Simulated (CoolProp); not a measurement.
Model: reference Helmholtz-energy equation of state, Tillner-Roth 1997, in CoolProp.

**Question.** For CH2F2 (R32), give the phase and the density (kg/m³), cp (kJ/(kg K)), expansivity (1/kK), viscosity (µPa s) at 123.25 °C and 8.73 bar; 161.85 °C and 8.73 bar.

**Answer.** 
- 123.25 °C and 8.73 bar: gas; density 14.3, cp 1.04, expansivity 2.90, viscosity 17.7
- 161.85 °C and 8.73 bar: gas; density 12.9, cp 1.08, expansivity 2.55, viscosity 19.2

Viscosity comes from a separate model (Bell 2016), an estimate that may be off by 10 % or more.
